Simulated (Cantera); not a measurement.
**Low-pressure radical oxidation in H2/O2**

An isothermal, constant-pressure homogeneous reactor starts with 7.81 % H2, 83.1 % O2, 9.14 % N2, equivalence ratio 0.047, at 1275 K and 0.0227 atm.

Cantera simulation using GRI-Mech 3.0 (53 species, 325 reactions); the numbers are that mechanism's predictions, not measurements. Radical loss at walls, strong at low pressure, is not modelled. The temperature is held fixed by assumption; the heat of reaction is taken as removed at once.

```tsv
t (s)	x H2	x O2	x NO2	x H	x NO	x H2O
0.000300	0.0781	0.831	<1e-12	2.36e-6	<1e-12	5.68e-6
0.000675	0.0688	0.824	<1e-12	0.00271	1.72e-11	0.00660
0.00152	0.00213	0.775	1.26e-12	0.0151	3.32e-8	0.0655
0.00342	0.00174	0.782	4.65e-12	0.0118	1.08e-7	0.0683
0.00770	0.00129	0.794	1.10e-11	0.00717	2.03e-7	0.0722
0.0173	0.000686	0.808	2.32e-11	0.00265	2.71e-7	0.0766
0.0390	0.000234	0.818	5.25e-11	0.000513	2.92e-7	0.0794
0.0877	5.79e-5	0.822	1.19e-10	6.26e-5	2.95e-7	0.0806
0.197	1.33e-5	0.823	2.06e-10	6.93e-6	2.96e-7	0.0810
0.444	3.34e-6	0.824	2.54e-10	8.83e-7	2.96e-7	0.0811
1.00	9.69e-7	0.824	2.58e-10	1.39e-7	2.96e-7	0.0812
```
x: mole fraction; the columns are a selection and need not sum to one.

Equilibrium at this temperature and pressure: H2 3.28e-8, O2 0.824, NO2 8.35e-7, H 8.86e-10, NO 0.000232, H2O 0.0812 (gas phase only).
